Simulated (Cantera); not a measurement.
# Equilibrium for aluminium nitride and oxide growth: AlCl3 + NH3 + H2

Input: 1 mol AlCl3, 0.24 mol NH3, 340 mol H2, at 2148.15 K.

Equilibrium computed with Cantera from the NASA thermochemical tables; the gas is ideal and each condensed phase is pure. Candidate condensed phases: Al, AlCl3, AlN, NH4Cl; 20 gas species. The tables' values for AlCl2 are old estimates; treat these amounts as uncertain. Rates play no part.

```csv
P (Pa),x H2,x H,x HCl,x AlCl,x Cl,x Al
10,0.654,0.337,0.00464,0.000879,0.00175,0.00154
37,0.797,0.194,0.00550,0.00142,0.000978,0.00121
140,0.886,0.105,0.00586,0.00193,0.000508,0.000831
520,0.935,0.0559,0.00594,0.00230,0.000260,0.000523
1900,0.961,0.0297,0.00593,0.00255,0.000134,0.000308
7200,0.975,0.0154,0.00589,0.00271,6.79e-5,0.000170
27000,0.983,0.00796,0.00586,0.00279,3.47e-5,9.12e-5
100000,0.987,0.00414,0.00583,0.00281,1.79e-5,4.82e-5
```
x: gas mole fraction; nothing condenses.

From 0.000100 bar to 1.00 bar nothing is condensed. The main Al-bearing gas is Al at 0.000100 bar and AlCl at 1.00 bar.
